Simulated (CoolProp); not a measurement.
The fluid at 298.15 K and 0.473 MPa (stagnation) flows isentropically through a choked orifice. The same conditions are run with several fluids, on thermodynamics alone (safety and materials aside).

Values from CoolProp's reference Helmholtz-energy equation of state of each fluid (ammonia: Gao 2020; hydrogen chloride: Thol 2018; methane: Setzmann 1991; CH3F (R41): Lemmon 2006; R22: Kamei 1995).

| fluid | throat to inlet pressure ratio | mass flux (kg/(m² s)) | throat temperature (K) |
|---|---|---|---|
| ammonia | ___ | ___ | ___ |
| hydrogen chloride | ___ | 1260 | 248.9 |
| methane | 0.542 | 809 | 257.5 |
| CH3F (R41) | ___ | 1190 | 259.4 |
| R22 | ___ | ___ | ___ |

Task: Some entries are withheld; supply them.

Result: 
- ammonia, throat to inlet pressure ratio: 0.559
- ammonia, mass flux (kg/(m² s)): 848
- ammonia, throat temperature (K): 260.8
- hydrogen chloride, throat to inlet pressure ratio: 0.529
- CH3F (R41), throat to inlet pressure ratio: 0.546
- R22, throat to inlet pressure ratio: 0.572
- R22, mass flux (kg/(m² s)): 1850
- R22, throat temperature (K): 272.3
